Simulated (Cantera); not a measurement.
Mixture: 15.6 % H2, 17.8 % O2, 66.6 % N2, at 5.00 bar, adiabatic and at constant pressure. Ignition delay is the time to a rise of 400 K.

Model: the H2/O2 subset of GRI-Mech 3.0, which has no nitrogen chemistry, integrated in Cantera. The hydrogen kinetics of GRI-Mech 3.0 are dated; newer H2 mechanisms differ, most at raised pressure.

Task: At T0 = 1173 K, what is the delay, and which 7 reactions control it most (d ln τ / d ln k, from doubling and halving each rate constant)?

Result: The delay is 25.0 µs.
```json
[
 {"reaction": "H + O2 <=> O + OH", "d ln τ / d ln k": "-2.54", "faster rate": "shortens it"},
 {"reaction": "H + O2 + N2 <=> HO2 + N2", "d ln τ / d ln k": "1.70", "faster rate": "lengthens it"},
 {"reaction": "H + O2 + M <=> HO2 + M", "d ln τ / d ln k": "0.49", "faster rate": "lengthens it"},
 {"reaction": "H2 + O <=> H + OH", "d ln τ / d ln k": "-0.29", "faster rate": "shortens it"},
 {"reaction": "H + O2 + O2 <=> HO2 + O2", "d ln τ / d ln k": "0.26", "faster rate": "lengthens it"},
 {"reaction": "H + HO2 <=> 2 OH", "d ln τ / d ln k": "-0.13", "faster rate": "shortens it"},
 {"reaction": "H2 + OH <=> H + H2O", "d ln τ / d ln k": "-0.12", "faster rate": "shortens it"}
]
```
